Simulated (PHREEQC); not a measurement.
Na2SO4 is added in steps, without added water, to 1 kg of water holding 15 mmol/kgw Pb(NO3)2, 0.058 mmol/kgw KBr and 160 mmol/kgw Zn(NO3)2, at 25 °C. Oxygen alone is held at its pressure in air (log pO2 = -0.68). The system is closed to CO2. The run lets Zn(OH)2-a, Zn4(OH)6SO4, Litharge, Anglesite, PbBr2, Larnakite, Mirabilite, Goslarite precipitate or redissolve, and no other solid.

Base run: PHREEQC, ion-association model, wateq4f.dat. Each further column changes one thing. The table gives pH.

```csv
Na2SO4 added (mol),base,0.0042 mol/kgw HNO3 added,KBr from 5.8e-05 to 8.7e-05 mol/kgw,Zn(NO3)2 left out,no solid may form
0,4.99,2.49,4.99,___,4.99
0.04375,5.24,2.58,5.24,6.63,5.10
0.1021,5.37,2.72,5.37,___,5.22
0.1458,5.44,2.80,5.44,6.84,5.29
0.2042,5.53,2.89,5.53,6.88,5.38
0.2479,5.58,2.94,5.58,___,5.43
0.3063,5.65,3.01,5.65,6.92,5.49
0.35,5.69,3.05,5.69,6.94,5.53
```

**Question.** Some entries are withheld; supply them.

**Answer.** 
- 0, Zn(NO3)2 left out: 4.86
- 0.1021, Zn(NO3)2 left out: 6.79
- 0.2479, Zn(NO3)2 left out: 6.90

The ionic strength passes 0.7 mol/kgw, the rough limit of the ion-association models, in part of: base; 0.0042 mol/kgw HNO3 added; KBr from 5.8e-05 to 8.7e-05 mol/kgw; Zn(NO3)2 left out; no solid may form. In at least one series the solution becomes supersaturated in solids that the run did not let form, among them Anglesite, Larnakite. Solids allowed in the column 'Zn(NO3)2 left out': Litharge, Anglesite, PbBr2, Larnakite, Mirabilite.
